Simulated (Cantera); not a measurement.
An adiabatic, constant-pressure homogeneous reactor starts with H₂ : O₂ : N₂ : NO = 1 : 0.926 : 3.48 : 0.016 (molar parts), at 1400 K and 5.00 bar.

Cantera simulation using GRI-Mech 3.0 (53 species, 325 reactions); the numbers are that mechanism's predictions, not measurements. The hydrogen kinetics of GRI-Mech 3.0 are dated; newer H2 mechanisms differ, most at raised pressure.

Q: Predict: time of steepest temperature rise; temperature at 0.500 s; equilibrium temperature; x(H₂) at 0.500 s; x(O₂) at 0.500 s; x(NO) at 0.500 s; x(H₂O₂) at 0.500 s; x(OH) at 0.500 s.

A: 
- time of steepest temperature rise = 4.22 µs
- temperature at 0.500 s = 2573 K
- equilibrium temperature = 2573 K
- x(H₂) at 0.500 s = 0.00262 (gas-phase equilibrium 0.00262)
- x(O₂) at 0.500 s = 0.0771 (gas-phase equilibrium 0.0771)
- x(NO) at 0.500 s = 0.0149 (gas-phase equilibrium 0.0149)
- x(H₂O₂) at 0.500 s = 9.81e-7 (gas-phase equilibrium 9.81e-7)
- x(OH) at 0.500 s = 0.0131 (gas-phase equilibrium 0.0131)
